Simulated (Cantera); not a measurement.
Input: 1 mol Si₃N₄, 7.8 mol Cl₂, held at 13.3 mbar.

Cantera equilibrium calculation (NASA polynomials, part measured and part estimated; ideal gas, pure solids and liquids). Candidate condensed phases: Si, Si₃N₄; 13 gas species. The tables' values for SiCl₃ are old estimates; treat these amounts as uncertain. Equilibrium is a limit: real reactors are often held back by kinetics, nucleation or transport.

x: gas mole fraction; nothing condenses.

```json
[
 {"T (°C)": "502", "x SiCl₄": "0.441", "x Cl": "2.29e-5", "x N₂": "0.294", "x Cl₂": "0.265", "x SiCl₃": "<1e-12", "x SiCl₂": "<1e-12"},
 {"T (°C)": "602", "x SiCl₄": "0.441", "x Cl": "0.000205", "x N₂": "0.294", "x Cl₂": "0.265", "x SiCl₃": "4.84e-11", "x SiCl₂": "<1e-12"},
 {"T (°C)": "702", "x SiCl₄": "0.441", "x Cl": "0.00118", "x N₂": "0.294", "x Cl₂": "0.264", "x SiCl₃": "2.16e-9", "x SiCl₂": "<1e-12"},
 {"T (°C)": "802", "x SiCl₄": "0.440", "x Cl": "0.00489", "x N₂": "0.293", "x Cl₂": "0.262", "x SiCl₃": "4.74e-8", "x SiCl₂": "<1e-12"},
 {"T (°C)": "902", "x SiCl₄": "0.438", "x Cl": "0.0158", "x N₂": "0.292", "x Cl₂": "0.255", "x SiCl₃": "6.15e-7", "x SiCl₂": "?"},
 {"T (°C)": "1002", "x SiCl₄": "0.432", "x Cl": "0.0418", "x N₂": "0.288", "x Cl₂": "0.238", "x SiCl₃": "5.39e-6", "x SiCl₂": "?"},
 {"T (°C)": "1102", "x SiCl₄": "0.421", "x Cl": "0.0920", "x N₂": "0.281", "x Cl₂": "0.207", "x SiCl₃": "3.53e-5", "x SiCl₂": "?"},
 {"T (°C)": "1202", "x SiCl₄": "0.404", "x Cl": "0.169", "x N₂": "0.269", "x Cl₂": "0.158", "x SiCl₃": "0.000188", "x SiCl₂": "?"},
 {"T (°C)": "1302", "x SiCl₄": "0.383", "x Cl": "0.260", "x N₂": "0.256", "x Cl₂": "0.101", "x SiCl₃": "0.000886", "x SiCl₂": "?"},
 {"T (°C)": "1402", "x SiCl₄": "0.362", "x Cl": "0.336", "x N₂": "0.244", "x Cl₂": "0.0534", "x SiCl₃": "0.00386", "x SiCl₂": "?"},
 {"T (°C)": "1502", "x SiCl₄": "0.335", "x Cl": "0.388", "x N₂": "0.234", "x Cl₂": "0.0256", "x SiCl₃": "0.0151", "x SiCl₂": "?"}
]
```

**Question.** Complete the blanks.

**Answer.** 
- 902, x SiCl₂: 8.46e-12
- 1002, x SiCl₂: 4.38e-10
- 1102, x SiCl₂: 1.36e-8
- 1202, x SiCl₂: 2.99e-7
- 1302, x SiCl₂: 5.36e-6
- 1402, x SiCl₂: 8.54e-5
- 1502, x SiCl₂: 0.00115
